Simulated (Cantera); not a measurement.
Mixture: 5.36 % CH₄, 13.7 % O₂, 80.9 % N₂, equivalence ratio 0.78, at 1.01 bar, adiabatic and at constant pressure. Ignition delay is the time to a rise of 400 K.

Computed with Cantera and GRI-Mech 3.0 (53 species, 325 reactions).

Problem. Predict: delay at 1250 K; delay at 1400 K; delay at 1550 K; delay at 1700 K; delay at 1850 K; apparent activation energy between 1775 and 1925 K.

Solution. 
| Property | Result |
|---|---|
| delay at 1250 K | 30.4 ms |
| delay at 1400 K | 4.57 ms |
| delay at 1550 K | 0.947 ms |
| delay at 1700 K | 0.279 ms |
| delay at 1850 K | 0.108 ms |
| apparent activation energy between 1775 and 1925 K | 160 kJ/mol |
